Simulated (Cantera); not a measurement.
## Thermodynamics of silicon oxide and oxynitride deposition, feed SiCl₄ + H₂O + N₂ + O₂

Feed: 1 mol SiCl₄, 0.24 mol H₂O, a varied amount of N₂, 0.051 mol O₂, held at 450 °C and 0.0100 bar.

Equilibrium computed with Cantera from the NASA thermochemical tables; the gas is ideal and each condensed phase is pure. Candidate condensed phases: H₂O, NH₄Cl, Si, SiO₂, Si₂N₂O, Si₃N₄; 47 gas species. Rates play no part.

```
n(N₂) (mol)  log p N₂  log p SiCl₄  log p HCl  log p Cl₂  log p Cl  n SiO₂(α-quartz)
-----------  --------  -----------  ---------  ---------  --------  ----------------
5.2             -2.10        -2.90      -3.14      -3.81     -7.79             0.171
19              -2.03        -3.39      -3.63      -4.30     -8.04             0.171
32              -2.02        -3.61      -3.84      -4.52     -8.14             0.171
46              -2.01        -3.76      -3.99      -4.67     -8.22             0.171
59              -2.01        -3.86      -4.10      -4.77     -8.27             0.171
73              -2.01        -3.95      -4.19      -4.86     -8.32             0.171
87              -2.01        -4.03      -4.27      -4.94     -8.35             0.171
100             -2.01        -4.09      -4.32      -5.00     -8.38             0.171
```
log p: log10 of the partial pressure in bar; n: condensed amount in mol.

From 5.2 mol N₂ to 100 mol N₂ the condensed part is SiO₂(α-quartz). The main Si-bearing gas is SiCl₄ throughout.
